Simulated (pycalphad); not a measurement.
An equivalent pycalphad script:

```python
from pycalphad import Database, equilibrium, calculate, variables as v
import numpy as np
db = Database('COST507.tdb')
comps = ['TI', 'HF', 'B', 'VA']
phases = ['B2M', 'B2TI', 'B4M3', 'B4TI3', 'BCC_A2', 'BETA_RHOMBO_B', 'BM', 'BTI', 'HCP_A3', 'LIQUID']
eq = equilibrium(db, comps, phases, {v.X('HF'): 0.0038, v.X('B'): 0.0037, v.T: np.arange(2850, 499, -50), v.P: 101325, v.N: 1}, output=['HM', 'SM'])
```

All values are pycalphad results on the COST 507 light-alloy database (1999) (1 atm), not direct measurements. The data set is of 1999 and partly superseded. Amounts are mole fractions of atoms. Diffusion is slow at the low end, where real alloys seldom reach equilibrium.

Results at three of the temperatures:

```
T = 2650.00 K, P = 101325 Pa, N = 1 mol of atoms
G = -196516 J/mol, H = 102378 J/mol, S = 112.79 J/(mol K)  (SER reference)
chemical potentials (J/mol): Ti -195315, Hf -365663, B -344976
phase             fraction      x(Ti)      x(Hf)       x(B)
LIQUID              1.0000     0.9925     0.0038     0.0037
```

```
T = 2450.00 K, P = 101325 Pa, N = 1 mol of atoms
G = -174316 J/mol, H = 93133 J/mol, S = 109.16 J/(mol K)  (SER reference)
chemical potentials (J/mol): Ti -173176, Hf -330341, B -320024
phase             fraction      x(Ti)      x(Hf)       x(B)
LIQUID              1.0000     0.9925     0.0038     0.0037
```

```
T = 1750.00 K, P = 101325 Pa, N = 1 mol of atoms
G = -104176 J/mol, H = 48258 J/mol, S = 87.10 J/(mol K)  (SER reference)
chemical potentials (J/mol): Ti -103398, Hf -212655, B -201445
phase             fraction      x(Ti)      x(Hf)       x(B)
BCC_A2              0.9968     0.9941     0.0038     0.0021
BM                  0.0032     0.4997   0.000349     0.5000
```

Changes of the phase set, refined by bisection:

| T (°C) | phases above | phases below |
|---|---|---|
| 1659.0 | liquid | bcc + liquid |
| 1541.0 | bcc + liquid | bcc + BM |
| 880.1 | bcc + BM | bcc + BM + hcp |
| 879.1 | bcc + BM + hcp | BM + hcp |

Database names, with the compositions (at.%) that they take in these runs: BM: Ti 50 B 50. BCC_A2 is bcc.
